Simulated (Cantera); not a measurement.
**Thermodynamics of silicon oxide and oxynitride deposition, feed HMDSO + O₂ + N₂**

Charge: 1 mol HMDSO, 14 mol O₂, 28 mol N₂, at 0.100 bar.

Method: chemical equilibrium by Gibbs-energy minimisation in Cantera with the NASA 1993 tables (ideal gas, pure condensed phases). Candidate condensed phases: C, C₆H₆, C₇H₈, C₈H₁₈, H₂O, Si, SiC, SiO₂, Si₂N₂O, Si₃N₄; 151 gas species. The feed counts by its element totals alone. The tables hold silica as quartz up to 1696 K and as liquid above; real silica turns to tridymite and cristobalite and melts near 1996 K. Gases not in the tables: Si(OH)₄. The numbers say what is thermodynamically allowed, not how fast it happens.

From 725 K to 825 K the condensed part is SiO₂(α-quartz). From 925 K to 1625 K the condensed part is SiO₂(β-quartz). From 1725 K to 1825 K the condensed part is SiO₂(condensed).

| T (K) | x N₂ | x H₂O | x CO₂ | x O₂ | x NO | x OH | x CO | n SiO₂(α-quartz) | n SiO₂(β-quartz) | n SiO₂(condensed) |
|---|---|---|---|---|---|---|---|---|---|---|
| 725 | 0.622 | 0.200 | 0.133 | 0.0444 | 1.98e-7 | 1.20e-10 | <1e-12 | 2.00 | 0 | 0 |
| 825 | 0.622 | 0.200 | 0.133 | 0.0444 | 1.24e-6 | 3.12e-9 | <1e-12 | 2.00 | 0 | 0 |
| 925 | 0.622 | 0.200 | 0.133 | 0.0444 | 5.24e-6 | 4.02e-8 | 7.73e-12 | 0 | 2.00 | 0 |
| 1025 | 0.622 | 0.200 | 0.133 | 0.0444 | 1.67e-5 | 3.16e-7 | 2.79e-10 | 0 | 2.00 | 0 |
| 1125 | 0.622 | 0.200 | 0.133 | 0.0444 | 4.34e-5 | 1.72e-6 | 5.30e-9 | 0 | 2.00 | 0 |
| 1225 | 0.622 | 0.200 | 0.133 | 0.0444 | 9.63e-5 | 7.12e-6 | 6.21e-8 | 0 | 2.00 | 0 |
| 1325 | 0.622 | 0.200 | 0.133 | 0.0443 | 0.000190 | 2.38e-5 | 5.01e-7 | 0 | 2.00 | 0 |
| 1425 | 0.622 | 0.200 | 0.133 | 0.0443 | 0.000339 | 6.70e-5 | 3.00e-6 | 0 | 2.00 | 0 |
| 1525 | 0.622 | 0.200 | 0.133 | 0.0441 | 0.000562 | 0.000165 | 1.42e-5 | 0 | 2.00 | 0 |
| 1625 | 0.622 | 0.200 | 0.133 | 0.0439 | 0.000874 | 0.000363 | 5.54e-5 | 0 | 2.00 | 0 |
| 1725 | 0.621 | 0.199 | 0.133 | 0.0437 | 0.00129 | 0.000729 | 0.000184 | 0 | 0 | 2.00 |
| 1825 | 0.621 | 0.199 | 0.133 | 0.0435 | 0.00183 | 0.00135 | 0.000534 | 0 | 0 | 2.00 |
x: gas mole fraction; n: condensed amount in mol.
